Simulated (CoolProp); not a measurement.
Vapour-liquid equilibrium of propane (1) + n-butane (2) at 223.9 K; x and y are mole fractions of (1).

Values from CoolProp's multi-fluid Helmholtz-energy mixture model, Lemmon 2009 and Bücker 2006; pair parameters Kunz 2012.

Problem. Give the bubble pressure and the first vapour's composition at x = 0.35, 0.65, 0.95. Is there an azeotrope?

Solution. x = 0.35: 0.03172 MPa, y = 0.794; x = 0.65: 0.05076 MPa, y = 0.930; x = 0.95: 0.06990 MPa, y = 0.993. No azeotrope shows between x = 0.05 and 0.95.

The pair parameters rest on a limited set of measurements; away from them the model extrapolates.
